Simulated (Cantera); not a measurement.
Feed: 1 mol CHF3, 0.13 mol CH4, 15 mol H2, equilibrated at 97.5 Torr.

Method: chemical equilibrium by Gibbs-energy minimisation in Cantera with the NASA 1993 tables (ideal gas, pure condensed phases). Candidate condensed phases: C, C6H6, C7H8, C8H18; 95 gas species. Equilibrium is a limit: real reactors are often held back by kinetics, nucleation or transport.

**Question.** Which condensed phases are stable at each of these points (T (K)): 2498, 2548, 2598, 2648, 2698, 2748, 2798, 2848, 2898, 2948?

**Answer.** 
| T (K) | condensed phases | C condensed (%) |
|---|---|---|
| 2498 | C(graphite) | 73.8 |
| 2548 | C(graphite) | 68.0 |
| 2598 | C(graphite) | 61.2 |
| 2648 | C(graphite) | 53.4 |
| 2698 | C(graphite) | 44.5 |
| 2748 | C(graphite) | 34.3 |
| 2798 | C(graphite) | 22.6 |
| 2848 | C(graphite) | 9.2 |
| 2898 | gas only | 0.0 |
| 2948 | gas only | 0.0 |

From 2498 K to 2848 K the condensed part is C(graphite). From 2898 K to 2948 K nothing is condensed.
